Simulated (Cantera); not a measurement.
# Premixed flame

A freely propagating, adiabatic, planar premixed flame of 18.1 % H2, 17.8 % O2, 64.1 % N2, unburnt at 475 K and 0.133 bar; multicomponent+Soret transport, grid criteria slope 0.08 and curve 0.16, no radiation.

Cantera simulation using the H2/O2 subset of GRI-Mech 3.0, which has no nitrogen chemistry; the numbers are that mechanism's predictions, not measurements. Burning velocities carry a grid error of a few per cent, more on coarse grids. Lean hydrogen flames are cellular in practice and burn faster than this planar one.

```json
[
 {"z (mm)": "-15.6", "T (K)": "475", "u (m/s)": "2.06", "x H2": "0.181", "x O2": "0.178", "x O": "<1e-8", "x H2O2": "<1e-8", "x OH": "<1e-8", "x H": "<1e-8"},
 {"z (mm)": "-10.4", "T (K)": "475", "u (m/s)": "2.06", "x H2": "0.181", "x O2": "0.178", "x O": "<1e-8", "x H2O2": "<1e-8", "x OH": "<1e-8", "x H": "<1e-8"},
 {"z (mm)": "-7.79", "T (K)": "475", "u (m/s)": "2.06", "x H2": "0.181", "x O2": "0.178", "x O": "<1e-8", "x H2O2": "<1e-8", "x OH": "<1e-8", "x H": "<1e-8"},
 {"z (mm)": "-5.20", "T (K)": "475", "u (m/s)": "2.06", "x H2": "0.181", "x O2": "0.178", "x O": "<1e-8", "x H2O2": "<1e-8", "x OH": "<1e-8", "x H": "1.60e-8"},
 {"z (mm)": "-2.60", "T (K)": "498", "u (m/s)": "2.13", "x H2": "0.167", "x O2": "0.180", "x O": "7.62e-6", "x H2O2": "6.33e-6", "x OH": "5.99e-5", "x H": "0.000124"},
 {"z (mm)": "-1.30", "T (K)": "683", "u (m/s)": "2.85", "x H2": "0.133", "x O2": "0.177", "x O": "0.000184", "x H2O2": "5.18e-6", "x OH": "0.000408", "x H": "0.00359"},
 {"z (mm)": "0", "T (K)": "1009", "u (m/s)": "4.13", "x H2": "0.0666", "x O2": "0.147", "x O": "0.00406", "x H2O2": "1.03e-6", "x OH": "0.00174", "x H": "0.0187"},
 {"z (mm)": "1.30", "T (K)": "1250", "u (m/s)": "5.09", "x H2": "0.0198", "x O2": "0.110", "x O": "0.0109", "x H2O2": "1.31e-6", "x OH": "0.00482", "x H": "0.0261"},
 {"z (mm)": "2.60", "T (K)": "1372", "u (m/s)": "5.57", "x H2": "0.0112", "x O2": "0.0997", "x O": "0.0124", "x H2O2": "9.90e-7", "x OH": "0.00643", "x H": "0.0219"},
 {"z (mm)": "5.20", "T (K)": "1497", "u (m/s)": "6.04", "x H2": "0.00918", "x O2": "0.0965", "x O": "0.0109", "x H2O2": "5.72e-7", "x OH": "0.00783", "x H": "0.0146"},
 {"z (mm)": "10.4", "T (K)": "1612", "u (m/s)": "6.46", "x H2": "0.00701", "x O2": "0.0951", "x O": "0.00809", "x H2O2": "2.98e-7", "x OH": "0.00842", "x H": "0.00808"},
 {"z (mm)": "20.8", "T (K)": "1707", "u (m/s)": "6.79", "x H2": "0.00441", "x O2": "0.0946", "x O": "0.00497", "x H2O2": "1.56e-7", "x OH": "0.00779", "x H": "0.00349"},
 {"z (mm)": "41.6", "T (K)": "1771", "u (m/s)": "7.02", "x H2": "0.00224", "x O2": "0.0949", "x O": "0.00248", "x H2O2": "8.69e-8", "x OH": "0.00611", "x H": "0.00116"}
]
```
x: mole fraction of selected species; z is measured from the peak of heat release.

```
Item                         Value
------------------------  --------
laminar burning velocity  206 cm/s
thermal thickness          5.20 mm
peak x(O)                   0.0124
peak x(H2O2)               8.42e-6
peak x(OH)                 0.00842
peak x(H)                   0.0262
```
